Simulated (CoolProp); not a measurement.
Vapour-liquid equilibrium of hydrogen sulfide (1) + n-pentane (2) at 247.9 K; x and y are mole fractions of (1).

Values from CoolProp's multi-fluid Helmholtz-energy mixture model, Lemmon 2006 and Thol 2019; pair parameters Kunz 2012.

```json
[
 {"x": "0.05", "bubble pressure, mixture model (bar)": "0.4117", "bubble pressure, Raoult's law (bar)": "0.2910", "y, mixture model": "0.842", "y, Raoult's law": "0.780"},
 {"x": "0.15", "bubble pressure, mixture model (bar)": "1.225", "bubble pressure, Raoult's law (bar)": "0.7381", "y, mixture model": "0.951", "y, Raoult's law": "0.922"},
 {"x": "0.25", "bubble pressure, mixture model (bar)": "2.015", "bubble pressure, Raoult's law (bar)": "1.185", "y, mixture model": "0.973", "y, Raoult's law": "0.957"},
 {"x": "0.35", "bubble pressure, mixture model (bar)": "2.631", "bubble pressure, Raoult's law (bar)": "1.632", "y, mixture model": "0.981", "y, Raoult's law": "0.973"},
 {"x": "0.45", "bubble pressure, mixture model (bar)": "3.046", "bubble pressure, Raoult's law (bar)": "2.080", "y, mixture model": "0.984", "y, Raoult's law": "0.982"},
 {"x": "0.55", "bubble pressure, mixture model (bar)": "3.313", "bubble pressure, Raoult's law (bar)": "2.527", "y, mixture model": "0.987", "y, Raoult's law": "0.988"},
 {"x": "0.65", "bubble pressure, mixture model (bar)": "3.509", "bubble pressure, Raoult's law (bar)": "2.974", "y, mixture model": "0.988", "y, Raoult's law": "0.992"},
 {"x": "0.75", "bubble pressure, mixture model (bar)": "3.709", "bubble pressure, Raoult's law (bar)": "3.421", "y, mixture model": "0.990", "y, Raoult's law": "0.995"},
 {"x": "0.85", "bubble pressure, mixture model (bar)": "3.967", "bubble pressure, Raoult's law (bar)": "3.868", "y, mixture model": "0.993", "y, Raoult's law": "0.997"},
 {"x": "0.95", "bubble pressure, mixture model (bar)": "4.321", "bubble pressure, Raoult's law (bar)": "4.315", "y, mixture model": "0.997", "y, Raoult's law": "0.999"}
]
```

The largest gap from Raoult's law is +70.0 % in bubble pressure, at x = 0.25. No azeotrope shows between x = 0.05 and 0.95.

Pair parameters are fitted to limited data, so mixtures are less certain than the pure fluids. With so large a gap from Raoult's law the liquid may split in two, which this calculation doesn't test in full.
